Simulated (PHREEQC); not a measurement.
Consider water at 6.4 °C with 2.2 mmol/kgw NaHF2, 22 mmol/kgw NH4HF2 and 1.6 mmol/kgw (NH4)2SiF6. Closed to the air; pH follows from the charge balance.

The numbers come from PHREEQC with the ion-association model, wateq4f.dat.

This is a speciation only: nothing precipitates in the calculation.

Order these F species by the share of F that they hold, largest first: H2F2, HF2-, HF, SiF6-2, F-.

F- (41 %), HF (32 %), SiF6-2 (17 %), H2F2 (5.8 %), HF2- (4.8 %)

The pH is 3.07 and the ionic strength 0.0299 mol/kgw. wateq4f.dat counts part of the HF as a dimer, H2F2, which phreeqc.dat doesn't know; its constant is uncertain. At this temperature some constants are extrapolated from 25 °C, and those without enthalpy data are left unchanged. SiF6-2 is the database's only silicon fluoride.
